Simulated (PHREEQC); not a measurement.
A solution holds 0.0047 mol H2SO4, 0.075 mol NaCl and 0.25 mol NaHS per kg of water, at 20 °C. Closed to the air; pH follows from the charge balance.

Equilibrium calculation in PHREEQC: ion-association model, wateq4f.dat.

```yaml
pH: 8.21
ionic_strength: 0.327 mol/kgw
activity_of_water: 0.989
total_alkalinity: 241 meq/kg
```

```json
[
 {"species": "Na+", "molality": "0.324", "activity": "0.234", "log γ": "-0.141"},
 {"species": "HS-", "molality": "0.241", "activity": "0.161", "log γ": "-0.175"},
 {"species": "Cl-", "molality": "0.0750", "activity": "0.0507", "log γ": "-0.170"},
 {"species": "H2S", "molality": "0.00941", "activity": "0.0101", "log γ": "0.033"},
 {"species": "SO4-2", "molality": "0.00339", "activity": "0.000831", "log γ": "-0.610"},
 {"species": "NaSO4-", "molality": "0.00131", "activity": "0.000943", "log γ": "-0.144"},
 {"species": "S-2", "molality": "8.81e-6", "activity": "2.23e-6", "log γ": "-0.597"},
 {"species": "OH-", "molality": "1.63e-6", "activity": "1.09e-6", "log γ": "-0.175"},
 {"species": "H+", "molality": "7.90e-9", "activity": "6.16e-9", "log γ": "-0.108"}
]
```

This is a speciation only: nothing precipitates in the calculation. Species that the database lacks are ignored. The polysulfide entries of wateq4f.dat were taken out for this run.
